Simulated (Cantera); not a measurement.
What does this Cantera script print?

```python
import numpy as np
import cantera as ct

gas_names = [...]  # 109 gases of nasa_gas.yaml made of C, Cl, H, Si
cond_names = """
    C(gr) C6H6(L) C7H8(L) C8H18(L),n-octa Si(cr) Si(L) SiC(b)
""".split()


# ... load() reads the species with a 1 bar reference pressure and builds the phases ...
atoms = {
    'SiHCl3': {'Si': 1, 'H': 1, 'CL': 3},
    'C2H4': {'C': 2, 'H': 4},
    'H2': {'H': 2},
    'HCl': {'H': 1, 'CL': 1},
}
top_T = {'C(gr)': 4500, 'SiC(b)': 3050}  # K; cautious upper limits of use, not melting points


# ... equilibrate(T, P, feed) seeds the gas with the atoms and calls Mixture.equilibrate('TP', solver="vcs", rtol=1e-11, max_steps=5000) ...
results = []
feed = {'SiHCl3': 1, 'C2H4': 0.0056, 'H2': 270, 'HCl': 2.2}  # mol
P = 22000  # Pa
for T in [1700, 1750, 1800, 1850, 1900, 1950, 2000, 2050, 2100, 2150, 2200, 2250, 2300]:
    mix = equilibrate(T, P, feed)
    results.append((T, P, feed, dict(zip(mix.species_names, mix.species_moles))))

top = {s: max(r[3][s] / sum(r[3][g] for g in gas_names) for r in results) for s in gas_names}
cols = sorted((s for s in top if top[s] > 0.001), key=lambda s: -top[s])[:6]
seen = [c for c in cond_names if any(r[3].get(c, 0) > 1e-12 for r in results)]
print("log10 of partial pressures in bar; condensed amounts in mol")
print(f"{'T/K':>10s}" + "".join(f"{s[:9]:>10s}" for s in cols + seen))
for T, P, feed, n in results:
    ng = sum(n[g] for g in gas_names)
    print(f"{T:10.4g}" + "".join(f"{np.log10(max(n[s] / ng * P / 1e5, 1e-99)):10.3f}" for s in cols)
          + "".join(f"{n.get(c, 0):10.4g}" for c in seen))
```

Result:

```
log10 of partial pressures in bar; condensed amounts in mol
       T/K        H2         H       HCL        Si     SiCL2     Si(L)    SiC(b)
      1700    -0.666    -4.164    -2.431    -6.168    -3.642    0.6962   0.01024
      1750    -0.666    -3.966    -2.428    -5.824    -3.668    0.7097   0.01014
      1800    -0.666    -3.779    -2.425    -5.498    -3.694     0.719   0.01001
      1850    -0.666    -3.602    -2.423    -5.191    -3.719    0.7229  0.009791
      1900    -0.666    -3.434    -2.421    -4.899    -3.743    0.7191  0.009386
      1950    -0.667    -3.274    -2.419    -4.623    -3.767    0.7041  0.008593
      2000    -0.667    -3.122    -2.418    -4.361    -3.790    0.6719  0.007013
      2050    -0.668    -2.978    -2.418    -4.112    -3.813    0.6137  0.003892
      2100    -0.669    -2.841    -2.418    -3.875    -3.836    0.5154         0
      2150    -0.670    -2.710    -2.418    -3.649    -3.859    0.3573         0
      2200    -0.672    -2.585    -2.420    -3.433    -3.882    0.1131         0
      2250    -0.674    -2.466    -2.416    -3.327    -3.992         0         0
      2300    -0.676    -2.352    -2.411    -3.285    -4.157         0         0
```

These are equilibrium values from Cantera (NASA tables, ideal gas, pure condensed phases), not measurements of a reactor. Mutual solubility and eutectic melting of coexisting phases are not modelled. The tables' values for SiCl are old estimates; treat these amounts as uncertain. Gases not in the tables: Si2H6 and higher silanes.
